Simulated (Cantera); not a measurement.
Input: 1 mol CH4, 0.036 mol CO2, at 1.00 mbar.

Method: chemical equilibrium by Gibbs-energy minimisation in Cantera with the NASA 1993 tables (ideal gas, pure condensed phases). Candidate condensed phases: C, C6H6, C7H8, C8H18, H2O; 110 gas species. Kinetics and transport are ignored. All values below are at 2148 K.

Base state: H2 0.845, H 0.121, CO 0.0326, C2H2 (acetylene) 0.00162 (mole fractions); condensed: C(graphite).

Question: What changes in the equilibrium state with this change: pressure from 1.00 mbar to 3.00 bar?

Answer: 
```csv
species,before,after
H2,0.845,0.960
CO,0.0326,0.0347
H,0.121,0.00236
C2H4,4.26e-9,1.65e-5
CH4,2.10e-7,0.000816
"C(graphite), mol",0.957,0.955
```
